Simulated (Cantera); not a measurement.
A freely propagating, adiabatic, planar premixed flame of H2 : O2 : N2 = 1 : 0.833 : 2.4 (molar parts), equivalence ratio 0.60, unburnt at 375 K and 0.133 bar; mixture-averaged transport, grid criteria slope 0.08 and curve 0.16, no radiation.

Cantera simulation using the H2/O2 subset of GRI-Mech 3.0, which has no nitrogen chemistry; the numbers are that mechanism's predictions, not measurements. Burning velocities carry a grid error of a few per cent, more on coarse grids. Lean hydrogen flames are cellular in practice and burn faster than this planar one.

Question: Predict: laminar burning velocity; thermal thickness; peak x(O); peak x(H2O2); peak x(OH).

Answer: 
```json
{
 "laminar_burning_velocity": "225 cm/s",
 "thermal_thickness": "4.75 mm",
 "peak x(O)": "0.0176",
 "peak x(H2O2)": "2.53e-5",
 "peak x(OH)": "0.0150"
}
```
